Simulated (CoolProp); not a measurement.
Vapour pressure (bar) of R123: the reference equation beside estimates from Tc = 456.8 K, pc = 36.62 bar, ω = 0.282. Clausius-Clapeyron is anchored at 309.8 K with a constant enthalpy of vaporisation of 25.45 kJ/mol.

Computed with CoolProp (reference Helmholtz-energy equation of state, Younglove 1994). It is a modified Benedict-Webb-Rubin equation, recast in Helmholtz form.

```
T (K)  reference  Clausius-Clapeyron  van der Waals  Redlich-Kwong  Peng-Robinson
-----  ---------  ------------------  -------------  -------------  -------------
300.2     0.9851               1.007          5.275              …         0.9865
302.1      1.055                   …          5.456          1.944          1.056
304        1.129               1.144          5.641          2.058          1.129
306        1.212               1.221          5.841          2.183          1.211
307.9      1.294               1.299          6.034          2.307          1.293
309.8      1.381               1.381          6.232          2.436          1.379
311.8      1.477               1.471          6.444              …          1.474
313.7      1.573               1.561          6.651          2.717          1.569
315.6      1.674               1.656          6.861          2.862          1.669
317.5      1.780               1.755          7.076          3.013          1.774
319.5      1.896               1.864          7.308          3.178          1.889
321.4      2.013               1.972          7.532          3.341          2.005
323.3      2.134               2.086              …          3.509          2.125
325.3      2.269               2.211          8.005          3.693          2.258
```

Task: What belongs in the gaps?

Result: 
- 300.2, Redlich-Kwong: 1.834
- 302.1, Clausius-Clapeyron: 1.073
- 311.8, Redlich-Kwong: 2.577
- 323.3, van der Waals: 7.760

Absolute difference from the reference over all 14 rows, mean and median: Clausius-Clapeyron 1.3 and 1.4 %, van der Waals 335.3 and 329.6 %, Redlich-Kwong 74.0 and 73.6 %, Peng-Robinson 0.2 and 0.2 %.
